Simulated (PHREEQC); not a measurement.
# Leach liquor

Solution (64 °C): 0.0018 mol HCl, 0.00011 mol CuSO4 and 7.2e-05 mol MnSO4 per kg of water. Closed to the air; pH follows from the charge balance.

Equilibrium calculation in PHREEQC: ion-association model, phreeqc.dat.

No solid was allowed to form.

Q: Predict the pH, specific conductance.

A: pH 2.78; specific conductance 1540 µS/cm.

Q: In which forms is S present?

A: SO4-2 72 %, HSO4- 26 %, CuSO4 1.2 %, MnSO4 1.1 % of the S.

At this temperature some constants are extrapolated from 25 °C, and those without enthalpy data are left unchanged.
